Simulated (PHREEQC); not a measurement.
Model water analysis in mg/L, 25 °C, pH 2.28, pe 8.5:

```tsv
constituent	mg/L
Na	106
K	53
Ca	26.4
Mg	5.81
Cl	78
S(6) as SO4	788
Zn	2.13
Br	4.78
Fe(3)	8
P as PO4	0.22
Si as SiO2	2.68
B	0.165
```

Valence states are taken as typed.

Equilibrium calculation in PHREEQC: ion-association model, wateq4f.dat.

Precipitation was switched off in this run.

Question: Order these Zn species by the share of Zn that they hold, largest first: ZnCl+, Zn(SO4)2-2, Zn+2, ZnSO4.

Answer: Zn+2 (68 %), ZnSO4 (31 %), Zn(SO4)2-2 (1.5 %), ZnCl+ (0.24 %)

The pH is 2.28 and the ionic strength 0.0210 mol/kgw. Examples of supersaturated solids here: Hematite (slow to form), Goethite (slow to form). Others may be too. H3PO4, which wateq4f.dat lacks, is added to it with the constant of phreeqc.dat. The database has no phosphate complexes of Zn.
